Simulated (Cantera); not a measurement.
Feed: 1 mol PbO, a varied amount of H2, 5.2 mol N2, held at 1698.15 K and 30.0 mbar.

Method: chemical equilibrium by Gibbs-energy minimisation in Cantera with the NASA 1993 tables (ideal gas, pure condensed phases). Candidate condensed phases: H2O, Pb, PbO, PbO2, Pb3O4; 27 gas species. Kinetics and transport are ignored.

x: gas mole fraction; nothing condenses.

```
n(H2) (mol)   x H2     x N2      x Pb     x H2O       x H     x PbO        x OH
-----------  -----  -------  --------  --------  --------  --------  ----------
12           0.604    0.286    0.0549    0.0549  0.000650   6.07e-6  (withheld)
19           0.714    0.206    0.0397    0.0397  0.000706   2.68e-6  (withheld)
30           0.800    0.144    0.0276    0.0276  0.000748   1.16e-6  (withheld)
48           0.866   0.0959    0.0184    0.0184  0.000778   4.77e-7  (withheld)
77           0.913   0.0625    0.0120    0.0120  0.000799   1.92e-7  (withheld)
120          0.942   0.0412   0.00792   0.00792  0.000811   8.10e-8  (withheld)
200          0.964   0.0252   0.00485   0.00485  0.000821   2.96e-8  (withheld)
320          0.977   0.0159   0.00306   0.00306  0.000826   1.17e-8  (withheld)
510          0.985   0.0101   0.00194   0.00194  0.000830   4.63e-9  (withheld)
820          0.990  0.00629   0.00121   0.00121  0.000832   1.80e-9  (withheld)
1300         0.994  0.00398  0.000765  0.000765  0.000833  7.17e-10  (withheld)
```

Problem. What belongs in the gaps?

Solution. 
- 12, x OH: 3.04e-6
- 19, x OH: 2.02e-6
- 30, x OH: 1.33e-6
- 48, x OH: 8.52e-7
- 77, x OH: 5.41e-7
- 120, x OH: 3.51e-7
- 200, x OH: 2.12e-7
- 320, x OH: 1.33e-7
- 510, x OH: 8.39e-8
- 820, x OH: 5.23e-8
- 1300, x OH: 3.30e-8
